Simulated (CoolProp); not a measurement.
The fluid at 298.15 K and 0.0202 MPa flows at 0.71 m/s in a round tube of 20 mm bore and 45 µm roughness, fully developed (64/Re and Nu = 3.66 if laminar; Colebrook and Gnielinski if turbulent). The same conditions are run with several fluids, on thermodynamics alone (safety and materials aside).

Values from CoolProp's reference Helmholtz-energy equation of state of each fluid (c-C4F8 (RC318): Platzer 1990; CH2F2 (R32): Tillner-Roth 1997; R404A: Lemmon 2003; CF4 (R14): Platzer 1990). The equations of Platzer and Polt are older, rougher fits. Blends and air are pseudo-pure fits.

| fluid | Reynolds number | Darcy friction factor | pressure drop (Pa/m) | heat-transfer coefficient (W/(m² K)) | mass flow (kg/h) |
|---|---|---|---|---|---|
| c-C4F8 (RC318) | 2030 | ? | 0.652 | 2.22 | 1.32 |
| CH2F2 (R32) | 452 | 0.142 | ? | ? | 0.341 |
| R404A | 929 | 0.0689 | 0.693 | 2.44 | 0.641 |
| CF4 (R14) | 592 | 0.108 | 0.977 | 2.93 | 0.576 |

**Question.** Some entries are withheld; supply them.

**Answer.** 
- c-C4F8 (RC318), Darcy friction factor: 0.0316
- CH2F2 (R32), pressure drop (Pa/m): 0.759
- CH2F2 (R32), heat-transfer coefficient (W/(m² K)): 2.48

Transport values come from each fluid's own correlations; those of c-C4F8 (RC318), CH2F2 (R32), CF4 (R14) are estimates that may be off by 10 % or more.
